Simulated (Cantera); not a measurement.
Charge: 1 mol C2H2, 0.039 mol CO2, 34 mol H2, 0.23 mol H2O, held at 0.100 bar.

Cantera equilibrium calculation (NASA polynomials, part measured and part estimated; ideal gas, pure solids and liquids). Candidate condensed phases: C, C6H6, C7H8, C8H18, H2O; 110 gas species. The numbers say what is thermodynamically allowed, not how fast it happens.

x: gas mole fraction; n: condensed amount in mol.

```
T (K)   x H2      x H  x C2H2 (acetylene)     x CO  n C(graphite)
-----  -----  -------  ------------------  -------  -------------
2048   0.983  0.00702             0.00103  0.00864           1.66
2123   0.978   0.0112             0.00162  0.00862           1.61
2198   0.972   0.0174             0.00246  0.00859           1.55
2273   0.962   0.0261             0.00363  0.00855           1.47
2348   0.948   0.0380             0.00518  0.00850              ?
2423   0.930   0.0541             0.00720  0.00843              ?
2498   0.907   0.0750             0.00973  0.00834              ?
```

Problem. Some entries are withheld; supply them.

Solution. 
- 2348, n C(graphite): 1.35
- 2423, n C(graphite): 1.20
- 2498, n C(graphite): 0.999
